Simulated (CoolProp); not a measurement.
Vapour-liquid equilibrium of n-butane (1) + R245fa (2) at 16.8 bar; x and y are mole fractions of (1).

Computed with CoolProp (multi-fluid Helmholtz-energy mixture model, Bücker 2006 and Akasaka 2015; pair parameters Bell 2016).

```
x     bubble temperature (°C)  y at the bubble point  dew temperature at overall composition x (°C)  liquid density (mol/L)
----  -----------------------  ---------------------  ---------------------------------------------  ----------------------
0.05                    108.7                  0.105                                          111.1                   7.766
0.15               (withheld)                  0.266                                          106.8                   7.811
0.25                     97.5             (withheld)                                     (withheld)              (withheld)
0.35                     94.8                  0.455                                           98.5                   7.761
0.45                     93.3             (withheld)                                           94.9                   7.726
0.55                     92.6                  0.570                                           92.8                   7.716
0.65                     92.6                  0.625                                     (withheld)                   7.739
0.75                     93.6                  0.688                                           95.2                   7.793
0.85               (withheld)                  0.773                                           98.7                   7.858
0.95               (withheld)                  0.905                                          102.8                   7.892
```

Question: Complete the blanks.

Answer: 
- 0.15, bubble temperature (°C): 101.9
- 0.25, y at the bubble point: 0.376
- 0.25, dew temperature at overall composition x (°C): 102.5
- 0.25, liquid density (mol/L): 7.798
- 0.45, y at the bubble point: 0.517
- 0.65, dew temperature at overall composition x (°C): 92.9
- 0.85, bubble temperature (°C): 95.9
- 0.95, bubble temperature (°C): 100.9

y crosses x between x = 0.55 and 0.65: the model has an azeotrope there.

The pair parameters rest on a limited set of measurements; away from them the model extrapolates.
